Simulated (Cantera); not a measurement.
A closed system holds: 1 mol Si₂Cl₆, 0.03 mol Cl₂, 8.8 mol N₂, held at 975 °C and 7.50 Torr.

Method: chemical equilibrium by Gibbs-energy minimisation in Cantera with the NASA 1993 tables (ideal gas, pure condensed phases). Candidate condensed phases: Si, Si₃N₄; 13 gas species. The feed counts by its element totals alone. N₂ is the only nitrogen source here; it is nearly inert below about 1500 K, so the nitride shown seldom forms there in practice. The tables' values for SiCl₃ are old estimates; treat these amounts as uncertain. Equilibrium is a limit: real reactors are often held back by kinetics, nucleation or transport.

Base state: N₂ 0.846, SiCl₄ 0.143, SiCl₃ 0.00777, SiCl₂ 0.00304 (mole fractions); condensed: Si₃N₄(s).

### Question
What changes in the equilibrium state with this change: pressure from 7.50 Torr to 2.48 Torr?

### Answer
```json
[
 {"species": "N₂", "before": "0.846", "after": "0.843"},
 {"species": "SiCl₄", "before": "0.143", "after": "0.137"},
 {"species": "SiCl₃", "before": "0.00777", "after": "0.0119"},
 {"species": "SiCl₂", "before": "0.00304", "after": "0.00750"},
 {"species": "Cl", "before": "5.75e-6", "after": "1.09e-5"},
 {"species": "Si₃N₄(s), mol", "before": "0.150", "after": "0.139"}
]
```
